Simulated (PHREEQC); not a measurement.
**Polishing slurry liquid (model solution)**

Solution (55 °C): 120 mmol/kgw HNO3, 53 mmol/kgw Al(NO3)3 and 0.98 mmol/kgw CuSO4. Closed to the air; pH follows from the charge balance.

Computed with PHREEQC (ion-association model, wateq4f.dat).

Precipitation was switched off in this run.

Task: Estimate the pH, activity of water.

Result: pH 1.04; activity of water 0.992.

Task: In which forms is S present?

Result: AlSO4+ 47 %, HSO4- 43 %, SO4-2 7.9 %, AlHSO4+2 1.4 % of the S.

Constants without temperature data keep their 25 °C values here.
